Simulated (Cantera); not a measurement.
# FeS₂ + O₂ + N₂ (roasting and sulfation)

Input: 1 mol FeS₂, 0.39 mol O₂, 14 mol N₂, held at 0.133 bar.

Method: chemical equilibrium by Gibbs-energy minimisation in Cantera with the NASA 1993 tables (ideal gas, pure condensed phases). Candidate condensed phases: Fe, FeO, FeS, FeSO₄, FeS₂, Fe₂O₃, Fe₂(SO₄)₃, Fe₃O₄, S; 19 gas species. FeS: taken at fixed stoichiometry. Gases not in the tables: S₃ to S₇. Rates play no part.

| T (K) | x N₂ | x SO₂ | x S₂ | x S₂O | x SO | x S | x SO₃ | n FeS₂(s) | n Fe₃O₄(s) | n FeS(s) |
|---|---|---|---|---|---|---|---|---|---|---|
| 675 | 0.980 | 0.0205 | 1.64e-5 | 1.63e-6 | 8.65e-10 | <1e-12 | 1.22e-11 | 0.854 | 0.0488 | 0 |
| 750 | 0.979 | 0.0204 | 0.000161 | 8.43e-6 | 1.34e-8 | <1e-12 | 2.97e-11 | 0.852 | 0.0493 | 0 |
| 825 | 0.970 | 0.0270 | 0.00270 | 7.57e-5 | 1.83e-7 | 4.01e-12 | 7.45e-11 | 0.530 | 0 | 0.470 |
| 900 | 0.953 | 0.0264 | 0.0205 | 0.000326 | 1.32e-6 | 1.52e-10 | 1.18e-10 | 0 | 0 | 1.00 |
| 975 | 0.953 | 0.0264 | 0.0205 | 0.000314 | 4.61e-6 | 1.39e-9 | 2.78e-10 | 0 | 0 | 1.00 |
| 1050 | 0.953 | 0.0264 | 0.0205 | 0.000303 | 1.35e-5 | 9.35e-9 | 5.79e-10 | 0 | 0 | 1.00 |
| 1125 | 0.953 | 0.0264 | 0.0205 | 0.000295 | 3.41e-5 | 4.88e-8 | 1.10e-9 | 0 | 0 | 1.00 |
| 1200 | 0.953 | 0.0264 | 0.0205 | 0.000287 | 7.67e-5 | 2.07e-7 | 1.92e-9 | 0 | 0 | 1.00 |
x: gas mole fraction; n: condensed amount in mol.

From 675 K to 750 K the condensed part is FeS₂(s) + Fe₃O₄(s). At 825 K the condensed part is FeS(s) + FeS₂(s). From 900 K to 1200 K the condensed part is FeS(s).
